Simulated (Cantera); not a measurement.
What does this Cantera script print?

```python
import numpy as np
import cantera as ct

gas = ct.Solution("gri30.yaml", transport_model="multicomponent")
show = ['O', 'CO2', 'CH4']

rows = []
print(f"{'T/K':>7s}{'rho':>11s}{'cp':>10s}{'mu':>11s}{'lambda':>11s}{'Pr':>7s}" + "".join(f"{'D_' + s:>11s}" for s in show))
for T in [400, 650, 900, 1150, 1400, 1650, 1900, 2150]:
    gas.TPX = T, 1000000, {'N2O': 0.21, 'O2': 0.88}
    Pr = gas.cp_mass * gas.viscosity / gas.thermal_conductivity
    D = [gas.mix_diff_coeffs_mole[gas.species_index(s)] for s in show]
    rows.append([gas.density, gas.cp_mass, gas.viscosity, gas.thermal_conductivity, Pr, *D])
    print(f"{T:7g}{gas.density:11.4e}{gas.cp_mass:10.1f}{gas.viscosity:11.4e}"
          f"{gas.thermal_conductivity:11.4e}{Pr:7.3f}" + "".join(f"{d:11.4e}" for d in D))
print("SI units: kg/m3, J/kg/K, Pa s, W/m/K, m2/s")
```

Result:

```
    T/K        rho        cp         mu     lambda     Pr        D_O      D_CO2      D_CH4
    400 1.0317e+01     948.5 2.4084e-05 3.1854e-02  0.717 5.2108e-06 2.4948e-06 3.6119e-06
    650 6.3491e+00    1044.4 3.4319e-05 4.9842e-02  0.719 1.1943e-05 5.9172e-06 8.4016e-06
    900 4.5854e+00    1111.5 4.2904e-05 6.6264e-02  0.720 2.0631e-05 1.0369e-05 1.4599e-05
   1150 3.5886e+00    1152.2 5.0533e-05 8.0932e-02  0.719 3.1054e-05 1.5719e-05 2.2037e-05
   1400 2.9478e+00    1181.8 5.7521e-05 9.4531e-02  0.719 4.3068e-05 2.1885e-05 3.0609e-05
   1650 2.5011e+00    1205.7 6.4039e-05 1.0743e-01  0.719 5.6568e-05 2.8810e-05 4.0237e-05
   1900 2.1720e+00    1225.9 7.0194e-05 1.1978e-01  0.718 7.1472e-05 3.6452e-05 5.0865e-05
   2150 1.9195e+00    1243.7 7.6056e-05 1.3174e-01  0.718 8.7715e-05 4.4778e-05 6.2445e-05
SI units: kg/m3, J/kg/K, Pa s, W/m/K, m2/s
```

Detailed kinetics in Cantera: GRI-Mech 3.0 (53 species, 325 reactions). The composition is frozen, though it would react at the higher temperatures.
